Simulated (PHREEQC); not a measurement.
Make-up at 20 °C: 0.0072 mol NH4Cl and 0.0028 mol Na2SO4 per kg of water. Closed to the air; pH follows from the charge balance.

Equilibrium calculation in PHREEQC: ion-association model, phreeqc.dat.

This is a speciation only: nothing precipitates in the calculation.

Problem. What pH does the model give?

Solution. pH 5.86.

Problem. In which forms is S present?

Solution. SO4-2 93 %, NH4SO4- 5.2 %, NaSO4- 1.6 % of the S.
